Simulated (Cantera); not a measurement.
Input: 1 mol n-butane, 0.045 mol NH3, 0.18 mol N2, held at 2948.15 K and 101000 Pa.

Method: chemical equilibrium by Gibbs-energy minimisation in Cantera with the NASA 1993 tables (ideal gas, pure condensed phases). Candidate condensed phases: C, C6H6, C7H8, C8H18; 92 gas species. Rates play no part.

Base state: H2 0.787, H 0.118, C2H2 (acetylene) 0.0420, HCN 0.0239, N2 0.0218, HNC 0.00433, C2H 0.00101, C4H2 0.000935 (mole fractions); condensed: C(graphite).

**Question.** What changes in the equilibrium state with this change: n-butane replaced by C2H5OH?

**Answer.** 
| species | before | after |
|---|---|---|
| H2 | 0.787 | 0.583 |
| CO | 0 | 0.222 |
| H | 0.118 | 0.102 |
| N2 | 0.0218 | 0.0304 |
| C2H2 (acetylene) | 0.0420 | 0.0311 |
| HCN | 0.0239 | 0.0243 |
| CH4 | 5.17e-5 | 2.84e-5 |
| C3H3 (propargyl) | 1.60e-5 | 1.02e-5 |
| CH3 | 0.000125 | 7.98e-5 |
| C2H3 (vinyl) | 1.09e-5 | 6.95e-6 |
| C2N2 | 1.65e-5 | 2.30e-5 |
| C(graphite), mol | 3.33 | 0.563 |
Further candidate phases: H2O.

**Question.** What changes in the equilibrium state with this change: N2 from 0.18 to 5.1 mol?

**Answer.** 
| species | before | after |
|---|---|---|
| N2 | 0.0218 | 0.437 |
| H2 | 0.787 | 0.372 |
| H | 0.118 | 0.0813 |
| HCN | 0.0239 | 0.0736 |
| HNC | 0.00433 | 0.0133 |
| C2H2 (acetylene) | 0.0420 | 0.0198 |
| C2N2 | 1.65e-5 | 0.000331 |
| CH4 | 5.17e-5 | 1.15e-5 |
| CN | 0.000353 | 0.00158 |
| C3H3 (propargyl) | 1.60e-5 | 5.18e-6 |
| C(graphite), mol | 3.33 | 2.59 |
